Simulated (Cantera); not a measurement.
Cantera run:

```python
import numpy as np
import cantera as ct

gas_names = """
    C CH CH2 CH3 CH2OH CH3O CH4 CH3OH CO CO2 COOH C2 C2H CHCO,ketyl C2H2,acetylene C2H2,vinylidene
    CH2CO,ketene C2H3,vinyl CH3CO,acetyl C2H4 C2H4O,ethylen CH3CHO,ethanal CH3COOH (HCOOH)2 C2H5 C2H6
    CH3OCH3 C2H5OH C2O C3 C3H3,propargyl C3H4,allene C3H4,propyne C3H4,cyclo- C3H5,allyl C3H6,propylene
    C3H6,cyclo- C3H6O C3H7,n-propyl C3H7,i-propyl C3H8 C3H8O,1propanol C3H8O,2propanol C3O2 C4 C4H2
    C4H4,1,3-cyclo- C4H6,butadiene C4H6,2-butyne C4H6,cyclo- C4H8,1-butene C4H8,cis2-buten
    C4H8,tr2-butene C4H8,isobutene C4H8,cyclo- (CH3COOH)2 C4H9,n-butyl C4H9,i-butyl C4H9,s-butyl
    C4H9,t-butyl C4H10,isobutane C4H10,n-butane C5 C5H6,1,3cyclo- C5H8,cyclo- C5H10,1-pentene
    C5H10,cyclo- C5H11,pentyl C5H11,t-pentyl C5H12,n-pentane C5H12,i-pentane CH3C(CH3)2CH3 C6H2
    C6H5,phenyl C6H5O,phenoxy C6H6 C6H5OH,phenol C6H10,cyclo- C6H12,1-hexene C6H12,cyclo- C6H13,n-hexyl
    C7H7,benzyl C7H8 C7H8O,cresol C7H14,1-heptene C7H15,n-heptyl C7H16,n-heptane C8H8,styrene
    C8H10,ethylbenz C8H16,1-octene C8H17,n-octyl C8H18,isooctane C8H18,n-octane C9H19,n-nonyl
    C10H8,naphthale C10H21,n-decyl C12H9,o-bipheny C12H10,bipheny H HCO HO2 H2 HCHO,formaldehy HCOOH H2O
    H2O2 O OH O2 O3 Si SiC SiC2 SiC4H12 SiH SiH2 SiH3 SiH4 SiO SiO2 Si2 Si2C Si3
""".split()
cond_names = """
    C(gr) C6H6(L) C7H8(L) C8H18(L),n-octa H2O(s) H2O(L) Si(cr) Si(L) SiC(b) SiO2(Lqz) SiO2(hqz) SiO2(L)
""".split()


def load(file, names, dense=False):
    # The tables refer to 1 bar. Condensed volumes are neglected.
    table = {s.name: s for s in ct.Species.list_from_file(file)}
    out = []
    for n in names:
        d = dict(table[n].input_data)
        d["thermo"] = dict(d["thermo"], **{"reference-pressure": 1e5})
        if dense:
            d["equation-of-state"] = {"model": "constant-volume", "density": "1e6 g/cm^3"}
        out.append(ct.Species.from_dict(d))
    return out


gas = ct.Solution(thermo="ideal-gas", species=load("nasa_gas.yaml", gas_names))
cond = {s.name: ct.Solution(thermo="fixed-stoichiometry", species=[s], name=s.name)
        for s in load("nasa_condensed.yaml", cond_names, dense=True)}
atoms = {
    'SiC': {'Si': 1, 'C': 1},
    'CO2': {'C': 1, 'O': 2},
    'H2': {'H': 2},
}
top_T = {'C(gr)': 4500, 'SiC(b)': 3050}  # K; cautious upper limits of use, not melting points


def equilibrate(T, P, feed):
    n = {}
    for name, mol in feed.items():
        for a, k in atoms[name].items():
            n[a] = n.get(a, 0.0) + k * mol
    gas.TPX = T, P, n
    mass = sum(n.values()) * gas.mean_molecular_weight
    gas.equilibrate("TP")
    valid = [c for c in cond.values() if c.min_temp <= T <= top_T.get(c.name, c.max_temp)]
    mix = ct.Mixture([(gas, mass / gas.mean_molecular_weight)] + [(c, 0.0) for c in valid])
    mix.T, mix.P = T, P
    mix.equilibrate("TP", solver="vcs", rtol=1e-11, max_steps=5000)
    return mix


results = []
feed = {'SiC': 1, 'CO2': 0.14, 'H2': 3}  # mol
P = 500  # Pa
for T in [1875, 1900, 1925, 1950, 1975, 2000, 2025, 2050, 2075, 2100, 2125, 2150, 2175]:
    mix = equilibrate(T, P, feed)
    results.append((T, P, feed, dict(zip(mix.species_names, mix.species_moles))))

top = {s: max(r[3][s] / sum(r[3][g] for g in gas_names) for r in results) for s in gas_names}
cols = sorted((s for s in top if top[s] > 1e-06), key=lambda s: -top[s])[:7]
seen = [c for c in cond_names if any(r[3].get(c, 0) > 1e-12 for r in results)]
print("log10 of partial pressures in bar; condensed amounts in mol")
print(f"{'T/K':>10s}" + "".join(f"{s[:9]:>10s}" for s in cols + seen))
for T, P, feed, n in results:
    ng = sum(n[g] for g in gas_names)
    print(f"{T:10.4g}" + "".join(f"{np.log10(max(n[s] / ng * P / 1e5, 1e-99)):10.3f}" for s in cols)
          + "".join(f"{n.get(c, 0):10.4g}" for c in seen))
```

It prints:

```
log10 of partial pressures in bar; condensed amounts in mol
       T/K        H2        CO         H       SiO        Si      Si2C       SiH    SiC(b)
      1875    -2.344    -3.495    -4.355    -3.979    -5.677    -7.485    -6.882    0.9292
      1900    -2.345    -3.495    -4.273    -3.981    -5.504    -7.260    -6.738    0.9288
      1925    -2.346    -3.495    -4.193    -3.985    -5.336    -7.042    -6.599    0.9282
      1950    -2.347    -3.494    -4.114    -3.991    -5.174    -6.830    -6.464    0.9274
      1975    -2.349    -3.493    -4.038    -3.998    -5.017    -6.625    -6.334    0.9263
      2000    -2.351    -3.491    -3.964    -4.009    -4.866    -6.428    -6.210    0.9247
      2025    -2.353    -3.488    -3.892    -4.024    -4.721    -6.238    -6.091    0.9226
      2050    -2.356    -3.485    -3.822    -4.043    -4.583    -6.056    -5.979    0.9197
      2075    -2.360    -3.480    -3.754    -4.070    -4.453    -5.883    -5.875    0.9159
      2100    -2.364    -3.474    -3.688    -4.106    -4.331    -5.719    -5.778    0.9111
      2125    -2.368    -3.467    -3.624    -4.153    -4.219    -5.567    -5.692    0.9051
      2150    -2.373    -3.460    -3.562    -4.214    -4.118    -5.426    -5.615    0.8979
      2175    -2.379    -3.451    -3.501    -4.292    -4.028    -5.298    -5.551    0.8895
```

Method: chemical equilibrium by Gibbs-energy minimisation in Cantera with the NASA 1993 tables (ideal gas, pure condensed phases). Gases not in the tables: Si2H6 and higher silanes.
